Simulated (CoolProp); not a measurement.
R236EA along the isotherm 138.85 °C: density (kg/m³) from the reference equation and from simpler models built on Tc = 139.3 °C, pc = 34.14 bar, ω = 0.368; each cubic takes its own stable root.

Values from CoolProp's reference Helmholtz-energy equation of state, Rui 2013.

| p (bar) | phase | reference | ideal gas | Soave-Redlich-Kwong | Peng-Robinson |
|---|---|---|---|---|---|
| 1.07 | gas | 4.801 | 4.749 | 4.801 | 4.807 |
| 2.13 | gas | 9.665 | 9.454 | 9.663 | 9.686 |
| 3.2 | gas | 14.69 | 14.20 | 14.68 | 14.74 |
| 4.27 | gas | 19.83 | 18.95 | 19.82 | 19.92 |
| 5.33 | gas | 25.06 | 23.66 | 25.04 | 25.20 |
| 6.4 | gas | 30.47 | 28.41 | 30.44 | 30.68 |
| 7.47 | gas | 36.02 | 33.15 | 35.99 | 36.31 |
| 8.53 | gas | 41.68 | 37.86 | 41.63 | 42.07 |
| 9.6 | gas | 47.56 | 42.61 | 47.50 | 48.06 |
| 10.7 | gas | 53.79 | 47.49 | 53.71 | 54.42 |
| 11.7 | gas | 59.64 | 51.93 | 59.53 | 60.40 |
| 12.8 | gas | 66.28 | 56.81 | 66.14 | 67.21 |
| 13.9 | gas | 73.17 | 61.69 | 72.98 | 74.28 |
| 14.9 | gas | 79.66 | 66.13 | 79.42 | 80.96 |
| 16 | gas | 87.08 | 71.01 | 86.78 | 88.60 |
| 17.1 | gas | 94.82 | 75.90 | 94.45 | 96.60 |
